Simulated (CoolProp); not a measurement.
Model: reference Helmholtz-energy equation of state, Lemmon 2006, in CoolProp. It is a short technical equation, of lower accuracy than the large ones.

Question: Give the vapour pressure (MPa), vapour Z, vapour viscosity (µPa s), liquid conductivity (mW/(m K)) of saturated n-decane at 421.6, 441.1, 558.4 K.

Answer: 
| T (K) | p (MPa) | vapour Z | vapour viscosity (µPa s) | liquid conductivity (mW/(m K)) |
|---|---|---|---|---|
| 421.6 | 0.0502 | 0.961 | 7.30 | 100 |
| 441.1 | 0.0864 | 0.943 | 7.61 | 96.2 |
| 558.4 | 0.902 | 0.698 | 10.3 | 76.7 |

Viscosity comes from a separate model (Huber 2004). Thermal conductivity comes from a separate model (Huber 2005).
